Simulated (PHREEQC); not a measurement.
Alkaline etch or developer: an equilibrium model

Consider water at 20 °C with 0.16 mol KOH, 0.017 mol Na2SiO3 and 0.0067 mol K3PO4 per kg of water. Closed to the air; pH follows from the charge balance.

Model: ion-association model, phreeqc.dat, run in PHREEQC.

```
Item                      Result
-----------------  -------------
pH                         13.23
ionic strength     0.245 mol/kgw
activity of water          0.993
density              1.010 g/cm³
total alkalinity      207 meq/kg
```

| species | molality | activity | log γ |
|---|---|---|---|
| K+ | 0.180 | 0.126 | -0.156 |
| OH- | 0.166 | 0.115 | -0.160 |
| Na+ | 0.0340 | 0.0252 | -0.131 |
| H2SiO4-2 | 0.0113 | 0.00330 | -0.534 |
| PO4-3 | 0.00654 | 0.000281 | -1.367 |
| H3SiO4- | 0.00570 | 0.00402 | -0.152 |
| HPO4-2 | 0.000146 | 4.08e-5 | -0.553 |
| KHPO4- | 1.36e-5 | 1.00e-5 | -0.133 |

This is a speciation only: nothing precipitates in the calculation.
